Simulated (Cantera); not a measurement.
Standard-state values (1 bar) from the NASA 1993 polynomials, evaluated with Cantera. Values are per mole of reaction as written; species without (g) are pure solids or liquids, kept so even where they would boil at 1 bar.

Question: Between 1248 and 1398 K, where is each reaction favourable under standard conditions?
- 1.333 Ti + O2(g) ⇌ 0.6667 Ti2O3
- Nb + O2(g) ⇌ NbO2(g)
- 4 Li + O2(g) ⇌ 2 Li2O

Answer: 
- 1.333 Ti + O2(g) ⇌ 0.6667 Ti2O3: ΔG° is -785 kJ at 1248 K and -759 kJ at 1398 K; it stays negative (K > 1). ΔH° is -997 kJ and ΔS° -170 J/K at 1398 K.
- Nb + O2(g) ⇌ NbO2(g): ΔG° is -233 kJ at 1248 K and -236 kJ at 1398 K; it stays negative (K > 1). ΔH° is -208 kJ and ΔS° 20 J/K at 1398 K.
- 4 Li + O2(g) ⇌ 2 Li2O: ΔG° is -864 kJ at 1248 K and -824 kJ at 1398 K; it stays negative (K > 1). ΔH° is -1196 kJ and ΔS° -266 J/K at 1398 K.
